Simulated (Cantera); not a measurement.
# Thermodynamics of titanium nitride, carbide and oxide coatings, feed Ti(OiPr)4 + C3H8 + H2

Charge: 1 mol Ti(OiPr)4, 2.3 mol C3H8, 53 mol H2, equilibrated at 1250 K and 29.0 mbar.

These are equilibrium values from Cantera (NASA tables, ideal gas, pure condensed phases), not measurements of a reactor. Candidate condensed phases: C, C6H6, C7H8, C8H18, H2O, Ti, TiC, TiO, TiO2, Ti2O3, Ti3O5, Ti4O7; 113 gas species. The feed counts by its element totals alone. TiC: taken at fixed stoichiometry. Rates play no part.

```yaml
x(H2): 0.950
x(CO): 0.0499
x(CH4): 0.000288
x(H2O): 2.07e-5
x(H): 2.77e-6
n(C(graphite)): 13.9 mol
n(TiC(s)): 1.00 mol
gas_amount: 80.18 mol
log10 activity of Ti2O3(s) (absent): -1.36
log10 activity of Ti3O5(s) (absent): -2.23
log10 activity of Ti4O7(s) (absent): -3.37
```
